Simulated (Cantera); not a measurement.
Charge: 1 mol Pb, 0.013 mol O2, a varied amount of N2, held at 13.3 mbar.

Equilibrium computed with Cantera from the NASA thermochemical tables; the gas is ideal and each condensed phase is pure. Candidate condensed phases: Pb, PbO, PbO2, Pb3O4; 12 gas species. Each liquid is taken as pure. Mutual solubility and eutectic melting of coexisting phases are not modelled. Equilibrium is a limit: real reactors are often held back by kinetics, nucleation or transport.

Stable condensed phases, one row left out:

```
T in K \ n(N2) in mol
         0.27 0.47 0.84  1.5  2.7  4.8  8.5   15
   1548     A    A    A    A    A    A    A    A
   1473     A    A    A    A    A    A    A    A
   1398     B    B    A    A    A    A    A    A
   1323     C    B    B    B    A    A    A    A
   1248     C    C    C    C    B    B    B    A
   1173     C    C    C    C    C    C    C    B
   1023     C    C    C    C    C    C    C    C
    948     C    C    C    C    C    C    C    C
    873     C    C    C    C    C    C    C    C
    798     C    C    C    C    C    C    C    C
```

A: gas only; B: Pb; C: Pb + PbO.

### Question
Give the row for 1098 K.

### Answer
0.27: Pb + PbO; 0.47: Pb + PbO; 0.84: Pb + PbO; 1.5: Pb + PbO; 2.7: Pb + PbO; 4.8: Pb + PbO; 8.5: Pb + PbO; 15: Pb + PbO.
